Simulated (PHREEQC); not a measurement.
1.4 g of hydrous ferric oxide (600 m²/g; 0.2 weak and 0.005 strong sites per Fe, Dzombak-Morel constants, diffuse double layer) in 1 kg of water with 0.005 mol/kgw of an inert sodium salt and 1.9e-05 mol/kgw MgCl2 and 0.001 mol/kgw H3BO3, at 25 °C; the pH is set by adding NaOH or the inert anion's acid. Oxygen is held at 0.21 atm. The system is closed to CO2. No solid was allowed to form.

The series has 13 steps of pH, from 3 to 11.

All values are PHREEQC results (ion-association model, wateq4f.dat), not measurements.

Near which pH is half of the Mg sorbed, and on which side is more sorbed?

Near pH 7.7, with more sorbed at higher pH.

The oxide is taken as insoluble; below pH 4 it would dissolve.
